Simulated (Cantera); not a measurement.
**Thermodynamics of silicon nitride deposition, feed trisilylamine + N₂**

A closed system holds: 1 mol trisilylamine, 46 mol N₂, at 1025 K and 1.00 bar.

Cantera equilibrium calculation (NASA polynomials, part measured and part estimated; ideal gas, pure solids and liquids). Candidate condensed phases: Si, Si₃N₄; 18 gas species. The feed counts by its element totals alone. The numbers say what is thermodynamically allowed, not how fast it happens.

```yaml
x(N₂): 0.908
x(H₂): 0.0918
x(NH₃): 1.31e-5
n(Si₃N₄(s)): 1.00 mol
gas_amount: 49.00 mol
log10 activity of Si(s) (absent): -6.85
```
